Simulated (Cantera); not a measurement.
Input (Python, Cantera) and output of one run.

```python
import numpy as np
import cantera as ct

gas_names = """
    CL CL2 H HCL H2 N NH NH2 NH3 N2 N2H2 N2H4 Si SiCL SiCL2 SiCL3 SiCL4 SiH SiHCL3 SiH2 SiH2CL2 SiH3
    SiH3CL SiH4 SiN Si2 Si2N Si3
""".split()
cond_names = """
    NH4CL(a) NH4CL(b) Si(cr) Si(L) Si3N4(a)
""".split()


# ... load() reads the species with a 1 bar reference pressure and builds the phases ...
atoms = {
    'SiH2Cl2': {'Si': 1, 'H': 2, 'CL': 2},
    'NH3': {'N': 1, 'H': 3},
    'N2': {'N': 2},
}
top_T = {'Si3N4(a)': 2400}  # K; cautious upper limits of use, not melting points


# ... equilibrate(T, P, feed) seeds the gas with the atoms and calls Mixture.equilibrate('TP', solver="vcs", rtol=1e-11, max_steps=5000) ...
results = []
feed = {'SiH2Cl2': 1, 'NH3': 6.3, 'N2': 5.4}  # mol
P = 133.322  # Pa
for T in [1023, 1123, 1223, 1323, 1423, 1523, 1623, 1723, 1823, 1923, 2023]:
    mix = equilibrate(T, P, feed)
    results.append((T, P, feed, dict(zip(mix.species_names, mix.species_moles))))
    x = sorted(zip(gas.X, gas.species_names), reverse=True)
    print(f"T = {T:g} K  P = {P:g} Pa  gas = {mix.phase_moles(0):.4g} mol")
    print("   x: " + "  ".join(f"{s} {v:.3e}" for v, s in x if v > 1e-06))
    print("   condensed (mol): " + ("  ".join(f"{mix.phase(i).name} {mix.phase_moles(i):.4g}"
          for i in range(1, mix.n_phases) if mix.phase_moles(i) > 1e-12) or "none"))
```

Output:

```
T = 1023 K  P = 133.322 Pa  gas = 19.33 mol
   x: H2 4.889e-01  N2 4.078e-01  HCL 1.033e-01  SiCL4 2.625e-05  SiHCL3 1.051e-06
   condensed (mol): Si3N4(a) 0.3331
T = 1123 K  P = 133.322 Pa  gas = 19.33 mol
   x: H2 4.888e-01  N2 4.078e-01  HCL 1.033e-01  SiCL4 1.863e-05  SiCL2 1.177e-05  SiCL3 4.200e-06  SiHCL3 1.511e-06
   condensed (mol): Si3N4(a) 0.3331
T = 1223 K  P = 133.322 Pa  gas = 19.33 mol
   x: H2 4.889e-01  N2 4.078e-01  HCL 1.031e-01  SiCL2 1.181e-04  SiCL3 1.437e-05  SiCL4 1.393e-05  H 5.758e-06  SiHCL3 2.039e-06  CL 1.046e-06
   condensed (mol): Si3N4(a) 0.3324
T = 1323 K  P = 133.322 Pa  gas = 19.34 mol
   x: H2 4.894e-01  N2 4.081e-01  HCL 1.016e-01  SiCL2 8.083e-04  SiCL3 3.911e-05  H 3.038e-05  SiCL4 1.035e-05  CL 5.290e-06  SiHCL3 2.529e-06
   condensed (mol): Si3N4(a) 0.3278
T = 1423 K  P = 133.322 Pa  gas = 19.38 mol
   x: H2 4.914e-01  N2 4.093e-01  HCL 9.536e-02  SiCL2 3.765e-03  H 1.275e-04  SiCL3 7.863e-05  CL 2.027e-05  SiCL4 6.497e-06  SiHCL3 2.599e-06
   condensed (mol): Si3N4(a) 0.3084
T = 1523 K  P = 133.322 Pa  gas = 19.48 mol
   x: H2 4.961e-01  N2 4.121e-01  HCL 8.007e-02  SiCL2 1.110e-02  H 4.458e-04  SiCL3 9.920e-05  CL 5.774e-05  SiCL 8.876e-06  Si 3.554e-06  SiCL4 2.648e-06  SiHCL3 1.841e-06
   condensed (mol): Si3N4(a) 0.2605
T = 1623 K  P = 133.322 Pa  gas = 19.63 mol
   x: H2 5.020e-01  N2 4.158e-01  HCL 5.930e-02  SiCL2 2.107e-02  H 1.341e-03  CL 1.248e-04  Si 1.009e-04  SiCL 8.542e-05  SiCL3 7.736e-05  SiH 5.238e-06  SiH2 2.792e-06  Si2N 2.776e-06  SiN 1.880e-06
   condensed (mol): Si3N4(a) 0.1936
T = 1723 K  P = 133.322 Pa  gas = 20.06 mol
   x: H2 4.915e-01  N2 4.263e-01  HCL 5.555e-02  SiCL2 2.171e-02  H 3.501e-03  Si 7.376e-04  CL 3.065e-04  SiCL 2.976e-04  SiCL3 4.520e-05  SiH 2.715e-05  Si2N 1.735e-05  SiN 9.877e-06  SiH2 8.345e-06  Si2 3.494e-06
   condensed (mol): Si(L) 0.541
T = 1823 K  P = 133.322 Pa  gas = 20.17 mol
   x: H2 4.854e-01  N2 4.239e-01  HCL 5.720e-02  SiCL2 2.019e-02  H 8.267e-03  Si 3.316e-03  SiCL 7.521e-04  CL 7.432e-04  SiH 9.012e-05  Si2N 5.119e-05  SiN 3.264e-05  SiCL3 2.766e-05  Si2 2.146e-05  SiH2 1.705e-05  Si3 5.042e-06
   condensed (mol): Si(L) 0.5041
T = 1923 K  P = 133.322 Pa  gas = 20.48 mol
   x: H2 4.724e-01  N2 4.173e-01  HCL 5.749e-02  SiCL2 1.839e-02  H 1.773e-02  Si 1.272e-02  SiCL 1.698e-03  CL 1.623e-03  SiH 2.613e-04  Si2N 1.338e-04  Si2 1.087e-04  SiN 9.460e-05  SiH2 3.179e-05  Si3 2.422e-05  SiCL3 1.712e-05
   condensed (mol): Si(L) 0.3082
T = 2023 K  P = 133.322 Pa  gas = 21.07 mol
   x: H2 4.476e-01  N2 4.056e-01  HCL 6.141e-02  H 3.480e-02  Si 2.963e-02  SiCL2 1.364e-02  CL 3.546e-03  SiCL 2.646e-03  SiH 4.656e-04  Si2 2.253e-04  SiN 1.699e-04  Si2N 1.517e-04  SiH2 3.756e-05  Si3 3.317e-05  SiCL3 9.700e-06
   condensed (mol): none
```

Equilibrium computed with Cantera from the NASA thermochemical tables; the gas is ideal and each condensed phase is pure. The tables' values for SiCl, SiN, SiCl3 are old estimates; treat these amounts as uncertain. Gases not in the tables: Si2H6 and higher silanes.
